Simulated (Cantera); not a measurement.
An isothermal, constant-pressure homogeneous reactor starts with NH₃ : N₂ = 1 : 1.1 (molar parts), at 1600 K and 1.01 bar. Integrator tolerance rtol = 1e-08.

Detailed kinetics in Cantera: the gas-phase N/H chemistry of the illustrative SiF4/NH3 mechanism in the Surface Chemkin manual (1991). Walls and surfaces, which speed up NH3 decomposition in real reactors, are not modelled.

**Question.** What does this change do: NH3 1 to 0.37 parts?

**Answer.** 
| quantity | before | after |
|---|---|---|
| x(NH₃) at 30.0 s | 0.0711 (gas-phase equilibrium 1.13e-5) | 0.0397 (gas-phase equilibrium 6.47e-6) |
| x(N₂) at 30.0 s | 0.517 (gas-phase equilibrium 0.516) | 0.706 (gas-phase equilibrium 0.698) |
| x(N₂H₂) at 30.0 s | 8.17e-9 (gas-phase equilibrium <1e-12) | 4.62e-9 (gas-phase equilibrium <1e-12) |
| x(H₂) at 30.0 s | 0.412 (gas-phase equilibrium 0.484) | 0.254 (gas-phase equilibrium 0.302) |
| x(H) at 30.0 s | 3.05e-5 (gas-phase equilibrium 3.78e-5) | 2.42e-5 (gas-phase equilibrium 2.99e-5) |

**Question.** What does this change do: temperature 1600 to 1523 K?

**Answer.** 
| quantity | before | after |
|---|---|---|
| x(NH₃) at 30.0 s | 0.0711 (gas-phase equilibrium 1.13e-5) | 0.207 (gas-phase equilibrium 1.40e-5) |
| x(N₂) at 30.0 s | 0.517 (gas-phase equilibrium 0.516) | 0.519 (gas-phase equilibrium 0.516) |
| x(N₂H₂) at 30.0 s | 8.17e-9 (gas-phase equilibrium <1e-12) | 2.78e-8 (gas-phase equilibrium <1e-12) |
| x(H₂) at 30.0 s | 0.412 (gas-phase equilibrium 0.484) | 0.273 (gas-phase equilibrium 0.484) |
| x(H) at 30.0 s | 3.05e-5 (gas-phase equilibrium 3.78e-5) | 9.48e-6 (gas-phase equilibrium 1.61e-5) |
